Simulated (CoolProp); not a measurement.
Vapour-liquid equilibrium of R134a (1) + R142b (2) at 256.3 K; x and y are mole fractions of (1).

Computed with CoolProp (multi-fluid Helmholtz-energy mixture model, Tillner-Roth 1994 and Lemmon 2006; pair parameters Bell 2016).

```csv
x,"bubble pressure, mixture model (MPa)","bubble pressure, Raoult's law (MPa)","y, mixture model","y, Raoult's law"
0.05,0.07869,0.07719,0.113,0.098
0.2,0.09393,0.08897,0.366,0.341
0.35,0.1076,0.1007,0.540,0.527
0.5,0.1197,0.1125,0.671,0.674
0.65,0.1304,0.1243,0.778,0.794
0.8,0.1402,0.1361,0.874,0.892
0.95,0.1490,0.1479,0.967,0.975
```

The largest gap from Raoult's law is +6.9 % in bubble pressure, at x = 0.35. No azeotrope shows between x = 0.05 and 0.95.

Pair parameters are fitted to limited data, so mixtures are less certain than the pure fluids.
